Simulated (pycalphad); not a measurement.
Nb-Ti solution, phase LIQUID, at 2950 K; mixing quantities and activities refer to the pure elements in the same phase at that temperature, stable or not.

CALPHAD calculation (pycalphad, COST 507 light-alloy database (1999)), 1 atm. These are 1990s assessments: newer ones move some temperatures and phases.

```csv
x(Ti),ΔH mix (kJ/mol),ΔG mix (kJ/mol),excess S (J/mol/K),a(Nb),a(Ti),stable as one phase?
0.02,0.17,-2.24,-0.00,0.980,0.0279,yes
0.05,0.40,-4.47,-0.00,0.951,0.0684,yes
0.1,0.76,-7.21,-0.00,0.903,0.132,yes
0.2,1.36,-10.91,0.00,0.811,0.250,yes
0.3,1.78,-13.20,0.00,0.722,0.356,yes
0.4,2.04,-14.47,0.00,0.634,0.453,yes
0.5,2.12,-14.88,0.00,0.545,0.545,yes
0.6,2.04,-14.47,0.00,0.453,0.634,yes
0.7,1.78,-13.20,0.00,0.356,0.722,yes
0.8,1.36,-10.91,0.00,0.250,0.811,yes
0.9,0.76,-7.21,-0.00,0.132,0.903,yes
0.95,0.40,-4.47,-0.00,0.0684,0.951,yes
0.98,0.17,-2.24,-0.00,0.0279,0.980,yes
```
